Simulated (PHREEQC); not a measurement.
Solution (25 °C): 0.22 mol/kgw H2SO4, 0.0023 mol/kgw FeSO4 and 0.00018 mol/kgw Fe2(SO4)3. Closed to the air; pH follows from the charge balance.

Computed with PHREEQC (ion-association model, wateq4f.dat).

**Question.** The ionic strength comes out as 0.279 mol/kgw. What activity coefficients do Fe+3, FeHSO4+, H+, FeSO4+, HSO4- get?

**Answer.** Fe+3 0.11, FeHSO4+ 0.73, H+ 0.79, FeSO4+ 0.72, HSO4- 0.71.

Precipitation was switched off in this run. Species that the database lacks are ignored.
